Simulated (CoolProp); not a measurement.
A single-stage vapour-compression cycle with the fluid: evaporating at 260.15 K (dew point), condensing at 310.15 K (bubble point), superheat 2 K, subcooling 2 K, compressor efficiency 0.9, no pressure losses. The same conditions are run with several fluids, on thermodynamics alone (safety and materials aside).

Values from CoolProp's reference Helmholtz-energy equation of state of each fluid (R125: Lemmon 2005; n-butane: Bücker 2006; isobutane: Bücker 2006; R227EA: Lemmon 2016; R410A: Lemmon 2003; chloromethane (R40): Thol 2014). Blends and air are pseudo-pure fits.

```json
[
 {"fluid": "R125", "cooling COP": "3.15", "pressure ratio": "4.30", "discharge temperature (K)": "316.6", "refrigerating effect (kJ/kg)": "81.3", "volumetric capacity (kJ/m³)": "2190"},
 {"fluid": "n-butane", "cooling COP": "3.85", "pressure ratio": "5.67", "discharge temperature (K)": "313.4", "refrigerating effect (kJ/kg)": "286", "volumetric capacity (kJ/m³)": "481"},
 {"fluid": "isobutane", "cooling COP": "3.76", "pressure ratio": "5.09", "discharge temperature (K)": "312.4", "refrigerating effect (kJ/kg)": "256", "volumetric capacity (kJ/m³)": "686"},
 {"fluid": "R227EA", "cooling COP": "3.35", "pressure ratio": "5.53", "discharge temperature (K)": "310.1", "refrigerating effect (kJ/kg)": "76.9", "volumetric capacity (kJ/m³)": "739"},
 {"fluid": "R410A", "cooling COP": "3.48", "pressure ratio": "4.37", "discharge temperature (K)": "338.9", "refrigerating effect (kJ/kg)": "162", "volumetric capacity (kJ/m³)": "3160"},
 {"fluid": "chloromethane (R40)", "cooling COP": "3.92", "pressure ratio": "5.05", "discharge temperature (K)": "373.6", "refrigerating effect (kJ/kg)": "341", "volumetric capacity (kJ/m³)": "1320"}
]
```

The compression ends wet for: R227EA.
